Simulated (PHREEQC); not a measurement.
Consider water at 25 °C with 0.11 mol/kgw HF, 0.0035 mol/kgw (CH3)4NF and 0.12 mol/kgw HCl. Closed to the air; pH follows from the charge balance.

Computed with PHREEQC (ion-association model, wateq4f.dat).

Each row changes one thing in this solution. This is a speciation only: nothing precipitates in the calculation.

```
case                                       pH  ionic strength (mol/kgw)  HF (mol/kgw)  H2F2 (mol/kgw)  F- (mol/kgw)  HF2- (mol/kgw)
---------------------------------------  ----  ------------------------  ------------  --------------  ------------  --------------
as made                                  1.02                     0.121        0.0789          0.0167      0.000754        0.000235
temperature from 25 to 55 °C             1.02                     0.121        0.0965               ?             ?        0.000233
diluted 100-fold with water              2.83                   0.00156      0.000766         1.53e-6      0.000364         1.07e-6
temperature from 25 to 10 °C             1.01                     0.121        0.0691          0.0216      0.000848        0.000200
(CH3)4NF from 0.0035 to 0.00385 mol/kgw  1.02                     0.121        0.0791          0.0168             ?        0.000237
HCl left out                             2.19                    0.0106        0.0728          0.0138       0.00832         0.00233
0.0022 mol/kgw BaCl2 added               1.02                         ?        0.0789          0.0167      0.000761        0.000237
HF from 0.11 to 0.165 mol/kgw            1.02                     0.121         0.106          0.0302       0.00101        0.000424
HF left out                              1.02                     0.120       0.00340         3.11e-5       3.28e-5         4.40e-7
```

Some entries are withheld; supply them.


- temperature from 25 to 55 °C, H2F2 (mol/kgw): 0.00798
- temperature from 25 to 55 °C, F- (mol/kgw): 0.000536
- (CH3)4NF from 0.0035 to 0.00385 mol/kgw, F- (mol/kgw): 0.000758
- 0.0022 mol/kgw BaCl2 added, ionic strength (mol/kgw): 0.128

Species that the database lacks are ignored. (CH3)4N+ isn't in the database: it is added as a free cation with an ion size of 4 Å. wateq4f.dat counts part of the HF as a dimer, H2F2, which phreeqc.dat doesn't know; its constant is uncertain. Constants without temperature data keep their 25 °C values here.
